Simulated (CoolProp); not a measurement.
Vapour-liquid equilibrium of n-octane (1) + m-xylene (2) at 192.15 °C; x and y are mole fractions of (1).

The numbers come from the multi-fluid Helmholtz-energy mixture model, Beckmüller 2019 and Zhou 2012; pair parameters Bell 2016 in CoolProp.

### Question
Give the bubble pressure and the first vapour's composition at x = 0.35, 0.8, 0.95. Is there an azeotrope?

### Answer
x = 0.35: 0.4002 MPa, y = 0.416; x = 0.8: 0.4537 MPa, y = 0.832; x = 0.95: 0.4695 MPa, y = 0.958. No azeotrope shows between x = 0.05 and 0.95.

Pair parameters are fitted to limited data, so mixtures are less certain than the pure fluids.
